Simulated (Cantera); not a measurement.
**C3H6 + NH3 + N2 (carbon deposition, reforming and gasification)**

Input: 1 mol C3H6, 0.15 mol NH3, 19 mol N2, equilibrated at 0.0133 bar.

Cantera equilibrium calculation (NASA polynomials, part measured and part estimated; ideal gas, pure solids and liquids). Candidate condensed phases: C, C6H6, C7H8, C8H18; 110 gas species. Ions and electrons are included (thermal ionisation). Equilibrium is a limit: real reactors are often held back by kinetics, nucleation or transport.

```
T (K)   x N2    x H       x N      x C     x CN     x HCN      x H2      x C3
-----  -----  -----  --------  -------  -------  --------  --------  --------
3000   0.721  0.186  0.000102  0.00349   0.0220    0.0212    0.0185    0.0181
3500   0.677  0.229   0.00158   0.0331   0.0404   0.00229   0.00201   0.00722
4000   0.656  0.228    0.0124   0.0745   0.0268  0.000153  0.000272  0.000256
4500   0.616  0.221    0.0612   0.0895   0.0123   1.15e-5   5.42e-5   5.01e-6
5000   0.499  0.204     0.203   0.0892  0.00528   1.08e-6   1.34e-5   1.37e-7
```
x: gas mole fraction; nothing condenses.

From 3000 K to 5000 K nothing is condensed. The main C-bearing gas is C3 at 3000 K and C at 5000 K.
